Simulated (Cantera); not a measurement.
# Premixed flame

A freely propagating, adiabatic, planar premixed flame of 30.8 % H₂, 15.4 % O₂, 53.8 % N₂, equivalence ratio 1.0, unburnt at 475 K and 120000 Pa; mixture-averaged transport, grid criteria slope 0.08 and curve 0.16, no radiation.

Cantera simulation using the H2/O2 subset of GRI-Mech 3.0, which has no nitrogen chemistry; the numbers are that mechanism's predictions, not measurements. Burning velocities carry a grid error of a few per cent, more on coarse grids.

| z (mm) | T (K) | u (m/s) | x H₂ | x O₂ | x OH | x H | x HO₂ | x H₂O |
|---|---|---|---|---|---|---|---|---|
| -0.993 | 475 | 5.31 | 0.308 | 0.154 | <1e-8 | <1e-8 | <1e-8 | <1e-8 |
| -0.662 | 475 | 5.31 | 0.308 | 0.154 | <1e-8 | <1e-8 | <1e-8 | <1e-8 |
| -0.496 | 475 | 5.31 | 0.308 | 0.154 | <1e-8 | <1e-8 | <1e-8 | <1e-8 |
| -0.331 | 475 | 5.31 | 0.308 | 0.154 | <1e-8 | <1e-8 | 8.83e-8 | 1.58e-7 |
| -0.165 | 486 | 5.40 | 0.303 | 0.155 | 1.36e-5 | 1.76e-5 | 0.000148 | 0.000300 |
| -0.0827 | 737 | 7.93 | 0.265 | 0.150 | 0.00107 | 0.00418 | 0.000319 | 0.0203 |
| 0 | 1231 | 12.8 | 0.160 | 0.110 | 0.00373 | 0.0322 | 0.000119 | 0.112 |
| 0.0827 | 1566 | 16.0 | 0.0727 | 0.0518 | 0.0106 | 0.0533 | 4.89e-5 | 0.214 |
| 0.165 | 1727 | 17.6 | 0.0520 | 0.0336 | 0.0147 | 0.0510 | 2.80e-5 | 0.245 |
| 0.331 | 1894 | 19.1 | 0.0477 | 0.0270 | 0.0176 | 0.0397 | 1.84e-5 | 0.259 |
| 0.662 | 2063 | 20.5 | 0.0446 | 0.0228 | 0.0190 | 0.0278 | 1.22e-5 | 0.273 |
| 1.32 | 2220 | 21.8 | 0.0393 | 0.0186 | 0.0187 | 0.0178 | 7.72e-6 | 0.288 |
| 2.65 | 2354 | 22.9 | 0.0326 | 0.0148 | 0.0170 | 0.0106 | 4.96e-6 | 0.303 |
x: mole fraction of selected species; z is measured from the peak of heat release.

```yaml
laminar_burning_velocity: 531 cm/s
thermal_thickness: 0.331 mm
peak x(OH): 0.0191
peak x(H): 0.0539
peak x(HO₂): 0.000467
grid_points: 113
```
